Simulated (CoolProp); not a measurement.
Vapour-liquid equilibrium of R22 (1) + acetone (2) at 11.95 °C; x and y are mole fractions of (1).

The numbers come from the multi-fluid Helmholtz-energy mixture model, Kamei 1995 and Lemmon 2006; pair parameters Bell 2016 in CoolProp.

| x | bubble pressure (bar) | y at the bubble point | dew pressure at overall composition x (bar) | liquid density (mol/L) |
|---|---|---|---|---|
| 0.05 | 0.4716 | 0.650 | 0.1787 | 13.83 |
| 0.2 | 1.050 | 0.857 | 0.2117 | 14.04 |
| 0.35 | 1.598 | 0.919 | 0.2594 | 14.28 |
| 0.5 | 2.388 | 0.959 | 0.3348 | 14.50 |
| 0.65 | 3.571 | 0.983 | 0.4714 | 14.67 |
| 0.8 | 5.142 | 0.995 | 0.7887 | 14.72 |
| 0.95 | 6.763 | 0.999 | 2.146 | 14.51 |

No azeotrope shows between x = 0.05 and 0.95.

The pair parameters rest on a limited set of measurements; away from them the model extrapolates.
